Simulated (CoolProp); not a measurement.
Ethanol along the isobar 9160 kPa: Z from the reference equation and from simpler models built on Tc = 514.7 K, pc = 6268 kPa, ω = 0.644; each cubic takes its own stable root.

Values from CoolProp's reference Helmholtz-energy equation of state, Schroeder 2014.

```json
[
 {"T (K)": "378", "phase": "liquid", "reference": "0.1861", "Redlich-Kwong": "0.2411", "Peng-Robinson": "0.1969"},
 {"T (K)": "394.2", "phase": "liquid", "reference": "0.1828", "Redlich-Kwong": "0.2388", "Peng-Robinson": "0.1945"},
 {"T (K)": "410.5", "phase": "liquid", "reference": "0.1805", "Redlich-Kwong": "0.2377", "Peng-Robinson": "0.1932"},
 {"T (K)": "426.7", "phase": "liquid", "reference": "0.1792", "Redlich-Kwong": "0.2379", "Peng-Robinson": "0.1933"},
 {"T (K)": "442.9", "phase": "liquid", "reference": "0.1790", "Redlich-Kwong": "0.2396", "Peng-Robinson": "0.1951"},
 {"T (K)": "459.2", "phase": "liquid", "reference": "0.1801", "Redlich-Kwong": "0.2432", "Peng-Robinson": "0.1991"},
 {"T (K)": "475.4", "phase": "liquid", "reference": "0.1828", "Redlich-Kwong": "0.2493", "Peng-Robinson": "0.2063"},
 {"T (K)": "491.7", "phase": "liquid", "reference": "0.1880", "Redlich-Kwong": "0.2591", "Peng-Robinson": "0.2186"},
 {"T (K)": "507.9", "phase": "liquid", "reference": "0.1985", "Redlich-Kwong": "0.2744", "Peng-Robinson": "0.2408"},
 {"T (K)": "524.2", "phase": "supercritical", "reference": "0.2267", "Redlich-Kwong": "0.3007", "Peng-Robinson": "0.2880"}
]
```
